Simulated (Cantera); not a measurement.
Input: 1 mol Fe₃O₄, 490 mol H₂, equilibrated at 17000 Pa.

These are equilibrium values from Cantera (NASA tables, ideal gas, pure condensed phases), not measurements of a reactor. Candidate condensed phases: Fe, FeO, Fe(OH)₂, Fe(OH)₃, Fe₂O₃, Fe₃O₄, H₂O; 12 gas species. The numbers say what is thermodynamically allowed, not how fast it happens.

### Question
Which condensed phases are stable at each of these points (T (K)): 1048, 1148, 1248, 1348, 1448, 1548, 1648, 1748, 1848, 1948, 2048?

### Answer
| T (K) | condensed phases | Fe condensed (%) |
|---|---|---|
| 1048 | Fe(α) | 100.0 |
| 1148 | Fe(α) | 100.0 |
| 1248 | Fe(γ) | 100.0 |
| 1348 | Fe(γ) | 100.0 |
| 1448 | Fe(γ) | 100.0 |
| 1548 | Fe(γ) | 100.0 |
| 1648 | Fe(γ) | 99.7 |
| 1748 | Fe(δ) | 98.7 |
| 1848 | Fe(l) | 94.5 |
| 1948 | Fe(l) | 80.7 |
| 2048 | Fe(l) | 40.3 |

From 1048 K to 1148 K the condensed part is Fe(α). From 1248 K to 1648 K the condensed part is Fe(γ). At 1748 K the condensed part is Fe(δ). From 1848 K to 2048 K the condensed part is Fe(l).
